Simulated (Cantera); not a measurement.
A Cantera script and its output.

```python
import numpy as np
import cantera as ct

gas = ct.Solution("gri30.yaml", transport_model="multicomponent")
show = ['H', 'NO', 'OH']

rows = []
print(f"{'T/K':>7s}{'rho':>11s}{'cp':>10s}{'mu':>11s}{'lambda':>11s}{'Pr':>7s}" + "".join(f"{'D_' + s:>11s}" for s in show))
for T in [400, 600, 800, 1000, 1200, 1400, 1600, 1800, 2000]:
    gas.TPX = T, 1333, {'N2O': 0.89}
    Pr = gas.cp_mass * gas.viscosity / gas.thermal_conductivity
    D = [gas.mix_diff_coeffs_mole[gas.species_index(s)] for s in show]
    rows.append([gas.density, gas.cp_mass, gas.viscosity, gas.thermal_conductivity, Pr, *D])
    print(f"{T:7g}{gas.density:11.4e}{gas.cp_mass:10.1f}{gas.viscosity:11.4e}"
          f"{gas.thermal_conductivity:11.4e}{Pr:7.3f}" + "".join(f"{d:11.4e}" for d in D))
print("SI units: kg/m3, J/kg/K, Pa s, W/m/K, m2/s")
```

It prints:

```
    T/K        rho        cp         mu     lambda     Pr        D_H       D_NO       D_OH
    400 1.7641e-02     970.3 1.9459e-05 2.5299e-02  0.746 1.2621e-02 1.9631e-03 3.1216e-03
    600 1.1760e-02    1101.3 2.7324e-05 4.0429e-02  0.744 2.6064e-02 4.0022e-03 6.3288e-03
    800 8.8204e-03    1191.6 3.4048e-05 5.4682e-02  0.742 4.2960e-02 6.5540e-03 1.0336e-02
   1000 7.0563e-03    1254.7 4.0022e-05 6.7878e-02  0.740 6.2912e-02 9.5628e-03 1.5059e-02
   1200 5.8802e-03    1294.3 4.5464e-05 7.9761e-02  0.738 8.5656e-02 1.2991e-02 2.0439e-02
   1400 5.0402e-03    1326.8 5.0510e-05 9.1048e-02  0.736 1.1101e-01 1.6812e-02 2.6437e-02
   1600 4.4102e-03    1353.3 5.5249e-05 1.0177e-01  0.735 1.3882e-01 2.1005e-02 3.3018e-02
   1800 3.9202e-03    1374.6 5.9744e-05 1.1197e-01  0.733 1.6898e-01 2.5552e-02 4.0157e-02
   2000 3.5281e-03    1391.6 6.4041e-05 1.2168e-01  0.732 2.0140e-01 3.0441e-02 4.7832e-02
SI units: kg/m3, J/kg/K, Pa s, W/m/K, m2/s
```

Model: GRI-Mech 3.0 (53 species, 325 reactions), integrated in Cantera. The composition is frozen, though it would react at the higher temperatures.
